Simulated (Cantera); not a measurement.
SiH₄ + NO (silicon oxide and oxynitride deposition)

A closed system holds: 1 mol SiH₄, 0.13 mol NO, equilibrated at 0.00133 bar.

Cantera equilibrium calculation (NASA polynomials, part measured and part estimated; ideal gas, pure solids and liquids). Candidate condensed phases: H₂O, Si, SiO₂, Si₂N₂O, Si₃N₄; 35 gas species. The tables' values for SiN are old estimates; treat these amounts as uncertain. Gases not in the tables: Si₂H₆ and higher silanes. The numbers say what is thermodynamically allowed, not how fast it happens.

```tsv
T (K)	x H₂	x Si	x H	x SiO	x N₂	x Si₂	n Si(l)
1948	0.867	0.0174	0.0288	0.0573	0.0286	0.000159	0.828
1973	0.856	0.0237	0.0342	0.0568	0.0283	0.000230	0.813
1998	0.842	0.0319	0.0403	0.0561	0.0280	0.000329	0.792
2023	0.826	0.0427	0.0473	0.0552	0.0275	0.000467	0.764
2048	0.805	0.0567	0.0550	0.0542	0.0270	0.000658	0.726
2073	0.780	0.0748	0.0636	0.0528	0.0263	0.000918	0.675
2098	0.749	0.0980	0.0729	0.0511	0.0254	0.00127	0.607
2123	0.712	0.128	0.0829	0.0490	0.0244	0.00175	0.513
2148	0.667	0.165	0.0932	0.0464	0.0230	0.00238	0.382
2173	0.612	0.212	0.103	0.0433	0.0214	0.00322	0.197
```
x: gas mole fraction; n: condensed amount in mol.

From 1948 K to 2173 K the condensed part is Si(l). The main Si-bearing gas is SiO at 1948 K and Si at 2173 K. The share of Si in condensed phases is highest at 1948 K (82.8 %) and lowest at 2173 K (19.7 %).
